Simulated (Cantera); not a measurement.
What does this Cantera script print?

```python
import numpy as np
import cantera as ct

gas = ct.Solution("h2o2.yaml")
gas.TPX = 350, 61000, {'H2': 1, 'O2': 0.5, 'N2': 1.88}
flame = ct.FreeFlame(gas, width=0.057)
flame.set_refine_criteria(ratio=3, slope=0.08, curve=0.16)
flame.transport_model = "mixture-averaged"
flame.solve(loglevel=0, auto=True)
z, T = flame.grid, flame.T
thick = (T[-1] - T[0]) / np.gradient(T, z).max()
show = ['H2', 'O2', 'H', 'H2O2', 'O', 'OH']
print(f"laminar burning velocity  {flame.velocity[0] * 100:.3f} cm/s")
print(f"burnt temperature         {T[-1]:.1f} K")
print(f"thermal thickness         {thick * 1e3:.4f} mm")
print(f"grid points               {len(z)}")
z0 = z[flame.heat_release_rate.argmax()]
print(f"{'z/mm':>9s}{'T/K':>9s}{'u/(m/s)':>9s}" + "".join(f"{s:>11s}" for s in show))
rows = []
for k in (-3, -2, -1.5, -1, -0.5, -0.25, 0, 0.25, 0.5, 1, 2, 4, 8):
    zz = z0 + k * thick
    rows.append([k * thick, np.interp(zz, z, T), np.interp(zz, z, flame.velocity),
                 *(np.interp(zz, z, flame.X[gas.species_index(s)]) for s in show)])
    print(f"{rows[-1][0] * 1e3:9.3f}{rows[-1][1]:9.1f}{rows[-1][2]:9.3f}" + "".join(f"{x:11.3e}" for x in rows[-1][3:]))
```

It prints:

```
laminar burning velocity  292.388 cm/s
burnt temperature         2391.3 K
thermal thickness         0.7113 mm
grid points               123
     z/mm      T/K  u/(m/s)         H2         O2          H       H2O2          O         OH
   -2.134    350.0    2.924  2.959e-01  1.479e-01  5.124e-18  1.567e-15  1.321e-14  4.322e-17
   -1.423    350.0    2.924  2.959e-01  1.479e-01  8.414e-16  5.396e-13  2.069e-12  7.257e-15
   -1.067    350.0    2.924  2.959e-01  1.479e-01  1.198e-14  8.310e-12  2.230e-11  1.146e-13
   -0.711    350.0    2.924  2.958e-01  1.479e-01  3.048e-12  6.467e-10  8.392e-10  3.614e-11
   -0.356    356.1    2.960  2.920e-01  1.487e-01  5.356e-07  1.970e-06  4.356e-07  2.104e-06
   -0.178    578.1    4.663  2.586e-01  1.464e-01  2.181e-03  7.958e-05  1.054e-04  9.590e-04
    0.000   1070.1    8.317  1.653e-01  1.147e-01  2.605e-02  7.632e-06  3.199e-03  2.093e-03
    0.178   1410.6   10.825  7.428e-02  5.612e-02  5.051e-02  3.060e-06  9.677e-03  7.166e-03
    0.356   1575.7   12.017  4.788e-02  3.390e-02  5.123e-02  1.913e-06  1.118e-02  1.075e-02
    0.711   1739.4   13.144  4.326e-02  2.666e-02  4.063e-02  9.699e-07  1.015e-02  1.355e-02
    1.423   1900.7   14.209  4.107e-02  2.258e-02  2.871e-02  4.906e-07  8.001e-03  1.515e-02
    2.845   2052.3   15.174  3.668e-02  1.853e-02  1.862e-02  2.793e-07  5.667e-03  1.541e-02
    5.690   2183.6   15.984  3.069e-02  1.472e-02  1.109e-02  1.853e-07  3.628e-03  1.430e-02
```

Detailed kinetics in Cantera: the H2/O2 subset of GRI-Mech 3.0, which has no nitrogen chemistry. Burning velocities carry a grid error of a few per cent, more on coarse grids.
